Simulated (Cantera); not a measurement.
A closed system holds: 1 mol Si3H8, 0.0034 mol Cl2, 17 mol H2, held at 0.790 bar.

Equilibrium computed with Cantera from the NASA thermochemical tables; the gas is ideal and each condensed phase is pure. Candidate condensed phases: Si; 19 gas species. The feed counts by its element totals alone. Gases not in the tables: Si2H6 and higher silanes. The numbers say what is thermodynamically allowed, not how fast it happens.

Question: Which condensed phases are stable at each of these points (T (°C)): 577, 677, 777, 877, 977, 1077, 1177, 1277, 1377, 1477?

Answer: 
```tsv
T (°C)	condensed phases	Si condensed (%)
577	Si(s)	100.0
677	Si(s)	100.0
777	Si(s)	100.0
877	Si(s)	100.0
977	Si(s)	100.0
1077	Si(s)	100.0
1177	Si(s)	100.0
1277	Si(s)	100.0
1377	Si(s)	100.0
1477	Si(l)	100.0
```

From 577 °C to 1377 °C the condensed part is Si(s). At 1477 °C the condensed part is Si(l).
